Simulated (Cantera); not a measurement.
What does this Cantera script print?

```python
import numpy as np
import cantera as ct

gas_names = """
    CL CL2 N N2 Si SiCL SiCL2 SiCL3 SiCL4 SiN Si2 Si2N Si3
""".split()
cond_names = """
    Si(cr) Si(L) Si3N4(a)
""".split()


# ... load() reads the species with a 1 bar reference pressure and builds the phases ...
atoms = {
    'Si2Cl6': {'Si': 2, 'CL': 6},
    'Cl2': {'CL': 2},
    'N2': {'N': 2},
}
top_T = {'Si3N4(a)': 2400}  # K; cautious upper limits of use, not melting points


# ... equilibrate(T, P, feed) seeds the gas with the atoms and calls Mixture.equilibrate('TP', solver="vcs", rtol=1e-11, max_steps=5000) ...
results = []
P = 133.322  # Pa
for T in [1175, 1200, 1225, 1250, 1275, 1300, 1325, 1350, 1375, 1400, 1425, 1450, 1475, 1500]:
    for m in [28, 34, 41, 49, 58, 70, 83, 100, 120, 140, 170, 200]:
        feed = {'Si2Cl6': 1, 'Cl2': 0.037, 'N2': m}  # mol
        mix = equilibrate(T, P, feed)
        results.append((T, P, feed, dict(zip(mix.species_names, mix.species_moles))))

for T, P, feed, n in results:
    print(f"{T:7g} {feed['N2']:10.4g}  " + (" + ".join(c for c in cond_names if n.get(c, 0) > 1e-12) or "gas only"))
```

Output:

```
   1175         28  Si3N4(a)
   1175         34  Si3N4(a)
   1175         41  Si3N4(a)
   1175         49  Si3N4(a)
   1175         58  Si3N4(a)
   1175         70  Si3N4(a)
   1175         83  Si3N4(a)
   1175        100  Si3N4(a)
   1175        120  Si3N4(a)
   1175        140  Si3N4(a)
   1175        170  Si3N4(a)
   1175        200  Si3N4(a)
   1200         28  Si3N4(a)
   1200         34  Si3N4(a)
   1200         41  Si3N4(a)
   1200         49  Si3N4(a)
   1200         58  Si3N4(a)
   1200         70  Si3N4(a)
   1200         83  Si3N4(a)
   1200        100  Si3N4(a)
   1200        120  Si3N4(a)
   1200        140  Si3N4(a)
   1200        170  Si3N4(a)
   1200        200  Si3N4(a)
   1225         28  Si3N4(a)
   1225         34  Si3N4(a)
   1225         41  Si3N4(a)
   1225         49  Si3N4(a)
   1225         58  Si3N4(a)
   1225         70  Si3N4(a)
   1225         83  Si3N4(a)
   1225        100  Si3N4(a)
   1225        120  Si3N4(a)
   1225        140  Si3N4(a)
   1225        170  Si3N4(a)
   1225        200  Si3N4(a)
   1250         28  Si3N4(a)
   1250         34  Si3N4(a)
   1250         41  Si3N4(a)
   1250         49  Si3N4(a)
   1250         58  Si3N4(a)
   1250         70  Si3N4(a)
   1250         83  Si3N4(a)
   1250        100  Si3N4(a)
   1250        120  Si3N4(a)
   1250        140  Si3N4(a)
   1250        170  Si3N4(a)
   1250        200  Si3N4(a)
   1275         28  Si3N4(a)
   1275         34  Si3N4(a)
   1275         41  Si3N4(a)
   1275         49  Si3N4(a)
   1275         58  Si3N4(a)
   1275         70  Si3N4(a)
   1275         83  Si3N4(a)
   1275        100  Si3N4(a)
   1275        120  Si3N4(a)
   1275        140  gas only
   1275        170  gas only
   1275        200  gas only
   1300         28  Si3N4(a)
   1300         34  Si3N4(a)
   1300         41  Si3N4(a)
   1300         49  gas only
   1300         58  gas only
   1300         70  gas only
   1300         83  gas only
   1300        100  gas only
   1300        120  gas only
   1300        140  gas only
   1300        170  gas only
   1300        200  gas only
   1325         28  gas only
   1325         34  gas only
   1325         41  gas only
   1325         49  gas only
   1325         58  gas only
   1325         70  gas only
   1325         83  gas only
   1325        100  gas only
   1325        120  gas only
   1325        140  gas only
   1325        170  gas only
   1325        200  gas only
   1350         28  gas only
   1350         34  gas only
   1350         41  gas only
   1350         49  gas only
   1350         58  gas only
   1350         70  gas only
   1350         83  gas only
   1350        100  gas only
   1350        120  gas only
   1350        140  gas only
   1350        170  gas only
   1350        200  gas only
   1375         28  gas only
   1375         34  gas only
   1375         41  gas only
   1375         49  gas only
   1375         58  gas only
   1375         70  gas only
   1375         83  gas only
   1375        100  gas only
   1375        120  gas only
   1375        140  gas only
   1375        170  gas only
   1375        200  gas only
   1400         28  gas only
   1400         34  gas only
   1400         41  gas only
   1400         49  gas only
   1400         58  gas only
   1400         70  gas only
   1400         83  gas only
   1400        100  gas only
   1400        120  gas only
   1400        140  gas only
   1400        170  gas only
   1400        200  gas only
   1425         28  gas only
   1425         34  gas only
   1425         41  gas only
   1425         49  gas only
   1425         58  gas only
   1425         70  gas only
   1425         83  gas only
   1425        100  gas only
   1425        120  gas only
   1425        140  gas only
   1425        170  gas only
   1425        200  gas only
   1450         28  gas only
   1450         34  gas only
   1450         41  gas only
   1450         49  gas only
   1450         58  gas only
   1450         70  gas only
   1450         83  gas only
   1450        100  gas only
   1450        120  gas only
   1450        140  gas only
   1450        170  gas only
   1450        200  gas only
   1475         28  gas only
   1475         34  gas only
   1475         41  gas only
   1475         49  gas only
   1475         58  gas only
   1475         70  gas only
   1475         83  gas only
   1475        100  gas only
   1475        120  gas only
   1475        140  gas only
   1475        170  gas only
   1475        200  gas only
   1500         28  gas only
   1500         34  gas only
   1500         41  gas only
   1500         49  gas only
   1500         58  gas only
   1500         70  gas only
   1500         83  gas only
   1500        100  gas only
   1500        120  gas only
   1500        140  gas only
   1500        170  gas only
   1500        200  gas only
```

Method: chemical equilibrium by Gibbs-energy minimisation in Cantera with the NASA 1993 tables (ideal gas, pure condensed phases). The feed counts by its element totals alone. N2 is the only nitrogen source here; it is nearly inert below about 1500 K, so the nitride shown seldom forms there in practice. The tables' values for SiCl3 are old estimates.
